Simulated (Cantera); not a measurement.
A Cantera script and its output.

```python
import numpy as np
import cantera as ct

gas = ct.Solution("gri30.yaml")
gas.TPX = 575, 420000, {'CH4': 1, 'O2': 2.33, 'N2': 10.9}
flame = ct.FreeFlame(gas, width=0.015)
flame.set_refine_criteria(ratio=3, slope=0.08, curve=0.16)
flame.transport_model = "mixture-averaged"
flame.solve(loglevel=0, auto=True)
z, T = flame.grid, flame.T
thick = (T[-1] - T[0]) / np.gradient(T, z).max()
show = ['CH4', 'O2', 'CH3', 'O', 'CO', 'CH2CO']
print(f"laminar burning velocity  {flame.velocity[0] * 100:.3f} cm/s")
print(f"burnt temperature         {T[-1]:.1f} K")
print(f"thermal thickness         {thick * 1e3:.4f} mm")
print(f"grid points               {len(z)}")
z0 = z[flame.heat_release_rate.argmax()]
print(f"{'z/mm':>9s}{'T/K':>9s}{'u/(m/s)':>9s}" + "".join(f"{s:>11s}" for s in show))
rows = []
for k in (-3, -2, -1.5, -1, -0.5, -0.25, 0, 0.25, 0.5, 1, 2, 4, 8):
    zz = z0 + k * thick
    rows.append([k * thick, np.interp(zz, z, T), np.interp(zz, z, flame.velocity),
                 *(np.interp(zz, z, flame.X[gas.species_index(s)]) for s in show)])
    print(f"{rows[-1][0] * 1e3:9.3f}{rows[-1][1]:9.1f}{rows[-1][2]:9.3f}" + "".join(f"{x:11.3e}" for x in rows[-1][3:]))
```

It prints:

```
laminar burning velocity  37.463 cm/s
burnt temperature         2079.0 K
thermal thickness         0.1829 mm
grid points               143
     z/mm      T/K  u/(m/s)        CH4         O2        CH3          O         CO      CH2CO
   -0.549    576.6    0.376  7.010e-02  1.635e-01  1.663e-08  8.463e-15  2.250e-05  1.401e-08
   -0.366    583.5    0.381  6.957e-02  1.629e-01  9.052e-08  6.293e-13  1.269e-04  1.151e-07
   -0.274    603.4    0.394  6.822e-02  1.614e-01  3.398e-07  1.459e-11  4.589e-04  6.024e-07
   -0.183    697.0    0.457  6.248e-02  1.540e-01  2.640e-06  1.523e-09  2.223e-03  5.075e-06
   -0.091   1056.8    0.698  4.138e-02  1.222e-01  8.852e-05  1.220e-06  1.030e-02  4.282e-05
   -0.046   1394.9    0.925  2.158e-02  8.907e-02  5.430e-04  2.585e-05  1.879e-02  1.001e-04
    0.000   1731.6    1.148  3.773e-03  5.233e-02  6.555e-04  3.819e-04  2.476e-02  8.356e-05
    0.046   1874.1    1.237  1.084e-04  3.505e-02  3.235e-05  1.251e-03  1.753e-02  5.283e-06
    0.091   1935.2    1.273  1.759e-06  3.012e-02  6.201e-07  1.234e-03  1.090e-02  1.120e-07
    0.183   1998.6    1.309  1.331e-09  2.680e-02  5.739e-10  7.933e-04  5.708e-03  1.157e-10
    0.366   2045.8    1.337  3.467e-14  2.480e-02  3.587e-14  3.737e-04  2.712e-03  3.583e-15
    0.732   2069.9    1.351  7.164e-16  2.389e-02  1.591e-15  1.634e-04  1.176e-03  2.404e-17
    1.463   2077.9    1.356  8.918e-17  2.362e-02  1.595e-16  9.963e-05  6.356e-04  2.251e-18
```

Detailed kinetics in Cantera: GRI-Mech 3.0 (53 species, 325 reactions). Burning velocities carry a grid error of a few per cent, more on coarse grids.
